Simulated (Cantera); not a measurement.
A freely propagating, adiabatic, planar premixed flame of CH4 : H2 : O2 : N2 : H2O = 1 : 0.98 : 2.26 : 8.51 : 0.43 (molar parts), unburnt at 600 K and 105 Torr; unity-Lewis-number transport, grid criteria slope 0.08 and curve 0.16, no radiation.

Detailed kinetics in Cantera: GRI-Mech 3.0 (53 species, 325 reactions). Unity Lewis numbers drop preferential diffusion, which matters most where H2 and H carry the flame. Burning velocities carry a grid error of a few per cent, more on coarse grids.

Predict: laminar burning velocity; thermal thickness; peak x(HO2); peak x(HCN); peak x(CH2).


| Property | Value |
|---|---|
| laminar burning velocity | 176 cm/s |
| thermal thickness | 2.01 mm |
| peak x(HO2) | 8.55e-5 |
| peak x(HCN) | 2.12e-6 |
| peak x(CH2) | 4.31e-5 |
